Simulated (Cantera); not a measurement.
Thermodynamics of silicon etching in halogen gases, feed Si + HF

Feed: 1 mol Si, 19 mol HF, equilibrated at 625 °C and 0.610 bar.

Equilibrium computed with Cantera from the NASA thermochemical tables; the gas is ideal and each condensed phase is pure. Candidate condensed phases: Si; 25 gas species. The numbers say what is thermodynamically allowed, not how fast it happens.

The x(HF) is 0.833 and the x(H2) is 0.111. The x(SiF4) comes out as 0.0556, the x(H2F2) comes out as 2.48e-5 and the gas amount is 18.00 mol. The log10 activity of Si(s) (absent) comes out as -24.39.
